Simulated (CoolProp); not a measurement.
Vapour-liquid equilibrium of R113 (1) + n-hexane (2) at 0.0242 bar; x and y are mole fractions of (1).

Values from CoolProp's multi-fluid Helmholtz-energy mixture model, Marx 1992 and Thol 2019; pair parameters Bell 2016.

```
x     bubble temperature (K)  y at the bubble point  dew temperature at overall composition x (K)  liquid density (mol/L)
----  ----------------------  ---------------------  --------------------------------------------  ----------------------
0.05                   254.9                  0.180                                         256.6                   8.077
0.2                    250.0                  0.485                                         254.6                   8.238
0.35                   247.1                  0.642                                         252.3                   8.386
0.5                    245.1                  0.745                                         249.8                   8.532
0.65                   243.5                  0.825                                         246.9                   8.681
0.8                    242.2                  0.898                                         244.0                   8.836
0.95                   241.1                  0.973                                         241.4                   8.997
```

No azeotrope shows between x = 0.05 and 0.95.

The pair parameters rest on a limited set of measurements; away from them the model extrapolates.
